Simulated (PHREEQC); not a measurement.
Solution (20 °C): 0.017 mol/kgw NH3, 0.0016 mol/kgw CO2 and 0.0064 mol/kgw K3PO4. Closed to the air; pH follows from the charge balance.

All values are PHREEQC results (ion-association model, wateq4f.dat), not measurements.

Problem. The ionic strength comes out as 0.0296 mol/kgw. What activity coefficients do HPO4-2, OH-, HCO3-, KHPO4-, NH4+ get?

Solution. HPO4-2 0.54, OH- 0.85, HCO3- 0.86, KHPO4- 0.86, NH4+ 0.85.

Precipitation was switched off in this run. Species that the database lacks are ignored. H3PO4, which wateq4f.dat lacks, is added to it with the constant of phreeqc.dat.
